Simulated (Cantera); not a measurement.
Cantera run:

```python
import numpy as np
import cantera as ct

gas_names = """
    CL CL2 H HCL H2 Si SiCL SiCL2 SiCL3 SiCL4 SiH SiHCL3 SiH2 SiH2CL2 SiH3 SiH3CL SiH4 Si2 Si3
""".split()
cond_names = """
    Si(cr) Si(L)
""".split()


# ... load() reads the species with a 1 bar reference pressure and builds the phases ...
atoms = {
    'Si': {'Si': 1},
    'Cl2': {'CL': 2},
    'H2': {'H': 2},
}
top_T = {}  # K; cautious upper limits of use, not melting points


# ... equilibrate(T, P, feed) seeds the gas with the atoms and calls Mixture.equilibrate('TP', solver="vcs", rtol=1e-11, max_steps=5000) ...
results = []
T = 1075  # K
P = 230000  # Pa
for m in [0.78, 1, 1.3, 1.6, 2.1, 2.6, 3.4, 4.3, 5.5, 7, 9, 11, 15]:
    feed = {'Si': 1, 'Cl2': 0.67, 'H2': m}  # mol
    mix = equilibrate(T, P, feed)
    results.append((T, P, feed, dict(zip(mix.species_names, mix.species_moles))))

top = {s: max(r[3][s] / sum(r[3][g] for g in gas_names) for r in results) for s in gas_names}
cols = sorted((s for s in top if top[s] > 1e-06), key=lambda s: -top[s])[:8]
seen = [c for c in cond_names if any(r[3].get(c, 0) > 1e-12 for r in results)]
print("log10 of partial pressures in bar; condensed amounts in mol")
print(f"{'n(H2)':>10s}" + "".join(f"{s[:9]:>10s}" for s in cols + seen))
for T, P, feed, n in results:
    ng = sum(n[g] for g in gas_names)
    print(f"{feed['H2']:10.4g}" + "".join(f"{np.log10(max(n[s] / ng * P / 1e5, 1e-99)):10.3f}" for s in cols)
          + "".join(f"{n.get(c, 0):10.4g}" for c in seen))
```

Result:

```
log10 of partial pressures in bar; condensed amounts in mol
     n(H2)        H2     SiCL4    SiHCL3       HCL   SiH2CL2     SiCL3     SiCL2    SiH3CL    Si(cr)
      0.78     0.175    -0.295    -0.629    -1.397    -1.895    -2.087    -2.679    -3.741    0.6373
         1     0.210    -0.387    -0.681    -1.403    -1.906    -2.156    -2.725    -3.711    0.6358
       1.3     0.240    -0.491    -0.743    -1.413    -1.927    -2.233    -2.776    -3.691    0.6343
       1.6     0.260    -0.577    -0.797    -1.425    -1.950    -2.298    -2.819    -3.683    0.6333
       2.1     0.282    -0.694    -0.875    -1.444    -1.987    -2.386    -2.878    -3.680    0.6322
       2.6     0.295    -0.790    -0.939    -1.461    -2.021    -2.457    -2.926    -3.683    0.6316
       3.4     0.309    -0.913    -1.025    -1.485    -2.069    -2.550    -2.988    -3.693    0.6311
       4.3     0.319    -1.025    -1.104    -1.508    -2.115    -2.634    -3.043    -3.707    0.6311
       5.5     0.327    -1.145    -1.190    -1.533    -2.167    -2.724    -3.103    -3.724    0.6316
         7     0.334    -1.265    -1.277    -1.560    -2.220    -2.814    -3.163    -3.744    0.6325
         9     0.339    -1.393    -1.370    -1.589    -2.279    -2.910    -3.227    -3.768    0.6343
        11     0.343    -1.498    -1.447    -1.614    -2.328    -2.988    -3.280    -3.789    0.6362
        15     0.347    -1.663    -1.569    -1.653    -2.406    -3.113    -3.363    -3.824    0.6405
```

Equilibrium computed with Cantera from the NASA thermochemical tables; the gas is ideal and each condensed phase is pure. The tables' values for SiCl3 are old estimates; treat these amounts as uncertain.
